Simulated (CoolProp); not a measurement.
Vapour pressure (bar) of nitrogen: the reference equation beside estimates from Tc = 126.2 K, pc = 33.96 bar, ω = 0.037.

Computed with CoolProp (reference Helmholtz-energy equation of state, Span 2000).

| T (K) | reference | Soave-Redlich-Kwong | Peng-Robinson |
|---|---|---|---|
| 90.6 | 3.793 | 3.800 | 3.806 |
| 93 | 4.621 | 4.639 | 4.634 |
| 95.5 | 5.615 | 5.648 | 5.631 |
| 98 | 6.756 | 6.807 | 6.775 |
| 100.4 | 8.001 | 8.072 | 8.025 |
| 102.9 | 9.464 | 9.560 | 9.496 |
| 105.3 | 11.04 | 11.16 | 11.08 |
| 107.8 | 12.87 | 13.03 | 12.93 |
| 110.2 | 14.83 | 15.01 | 14.90 |
| 112.7 | 17.08 | 17.30 | 17.18 |
| 115.1 | 19.47 | 19.71 | 19.59 |
| 117.6 | 22.21 | 22.46 | 22.34 |
| 120.1 | 25.23 | 25.47 | 25.37 |

Absolute difference from the reference over all 13 rows, mean and median: Soave-Redlich-Kwong 0.9 and 1.0 %, Peng-Robinson 0.4 and 0.4 %.
